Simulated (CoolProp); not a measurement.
Dodecamethylpentasiloxane (MD3M) along the isotherm 305.45 °C: fugacity coefficient from the reference equation and from simpler models built on Tc = 354.9 °C, pc = 954.0 kPa, ω = 0.730; each cubic takes its own stable root.

Model: reference Helmholtz-energy equation of state, Thol 2019, in CoolProp.

```csv
p (kPa),phase,reference,van der Waals,Redlich-Kwong
102,gas,0.9454,0.9615,0.9543
204,gas,0.8913,0.9230,0.9091
307,gas,0.8369,…,0.8638
409,gas,0.7825,0.8455,0.8190
511,liquid,0.6676,0.8063,0.7739
613,liquid,0.5650,0.7658,…
715,liquid,0.4918,0.7092,0.6258
818,liquid,0.4364,0.6368,0.5581
920,liquid,…,0.5811,0.5060
1020,liquid,0.3604,0.5373,0.4650
1120,liquid,0.3330,0.5014,…
1230,liquid,0.3081,0.4688,0.4008
1330,liquid,0.2891,0.4440,0.3775
1430,liquid,0.2727,0.4227,0.3574
```

Q: What belongs in the gaps?

A: 
- 307, van der Waals: 0.8842
- 613, Redlich-Kwong: 0.7152
- 920, reference: 0.3938
- 1120, Redlich-Kwong: 0.4314

At some of these states van der Waals, Redlich-Kwong gives the other phase, because its saturation line lies elsewhere.
